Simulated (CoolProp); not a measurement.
Saturation properties of toluene.

The numbers come from the reference Helmholtz-energy equation of state, Lemmon 2006 in CoolProp. It is a short technical equation, of lower accuracy than the large ones.

```tsv
T (K)	p (MPa)	enthalpy of vaporisation (kJ/kg)	liquid cp (kJ/(kg K))	liquid conductivity (mW/(m K))
348.4	0.03290	383.0	[?]	116
361.8	0.05196	374.7	1.921	113
375.2	0.07898	366.3	1.971	109
388.5	[?]	357.6	2.021	106
401.9	0.1652	348.4	2.073	103
415.2	0.2290	339.0	2.126	99.6
428.6	0.3110	328.9	2.180	96.6
441.9	[?]	318.4	2.236	93.8
455.3	0.5392	307.1	2.296	91.1
468.7	0.6926	295.0	2.358	88.5
482	0.8751	282.0	2.426	86.2
495.4	1.093	267.8	2.501	84.0
508.7	1.347	252.2	2.586	82.1
522.1	[?]	234.7	2.689	80.3
```

Problem. Complete the blanks.

Solution. 
- 348.4, liquid cp (kJ/(kg K)): 1.872
- 388.5, p (MPa): 0.1158
- 441.9, p (MPa): 0.4129
- 522.1, p (MPa): 1.646

It boils at 383.7 K under 1 atm.

Thermal conductivity comes from a separate model (Assael 2012).
